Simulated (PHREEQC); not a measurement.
# Hard or scaling water: an equilibrium model

Solution (25 °C): 0.19 mol MgCl2, 7.3e-05 mol Na2CO3 and 0.0024 mol KCl per kg of water. Closed to the air; pH follows from the charge balance.

The numbers come from PHREEQC with the ion-association model, phreeqc.dat.

No solid was allowed to form.

Q: Estimate the pH, specific conductance.

A: pH 8.32; specific conductance 30200 µS/cm.

Q: In which forms is C present?

A: HCO3- 49 %, MgHCO3+ 34 %, MgCO3 15 %, CO3-2 1.5 % of the C.
